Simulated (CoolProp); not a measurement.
Vapour-liquid equilibrium of R125 (1) + n-butane (2) at 295 K; x and y are mole fractions of (1).

The numbers come from the multi-fluid Helmholtz-energy mixture model, Lemmon 2005 and Bücker 2006; pair parameters Bell 2016 in CoolProp.

**Question.** Give the bubble pressure and the first vapour's composition at x = 0.35, 0.725, 0.95. Is there an azeotrope?

**Answer.** x = 0.35: 9.286 bar, y = 0.779; x = 0.725: 11.43 bar, y = 0.862; x = 0.95: 12.51 bar, y = 0.962. No azeotrope shows between x = 0.05 and 0.95.

Pair parameters are fitted to limited data, so mixtures are less certain than the pure fluids. With so large a gap from Raoult's law the liquid may split in two, which this calculation doesn't test in full.
